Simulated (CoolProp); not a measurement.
Vapour pressure (MPa) of oxygen: the reference equation beside estimates from Tc = -118.6 °C, pc = 5.046 MPa, ω = 0.022. Clausius-Clapeyron is anchored at -154.45 °C with a constant enthalpy of vaporisation of 5.630 kJ/mol.

Values from CoolProp's reference Helmholtz-energy equation of state, Schmidt 1985.

```
T (°C)   reference  Lee-Kesler  Clausius-Clapeyron  Soave-Redlich-Kwong
-------  ---------  ----------  ------------------  -------------------
-154.45     0.9473      0.9481              0.9473               0.9542
-152.55      1.058       1.059               1.036                1.067
-150.75      1.172       1.173               1.126                1.183
-148.85      1.301       1.301               1.225                1.314
-147.05      1.432       1.432               1.324                1.448
-145.25      1.573       1.573               1.428                1.591
-143.35      1.732       1.731               1.543                1.753
-141.55      1.893       1.891               1.657                1.917
-139.65      2.074       2.072               1.783                2.101
-137.85      2.256       2.254               1.908                2.286
-136.05      2.450       2.447               2.037                2.483
-134.15      2.668       2.664               2.179                2.703
-132.35      2.887       2.882               2.319                2.923
-130.45      3.131       3.127               2.473                3.169
-128.65      3.377       3.373               2.623                3.416
```

Absolute difference from the reference over all 15 rows, mean and median: Lee-Kesler 0.1 and 0.1 %, Clausius-Clapeyron 12.0 and 12.5 %, Soave-Redlich-Kwong 1.1 and 1.2 %.
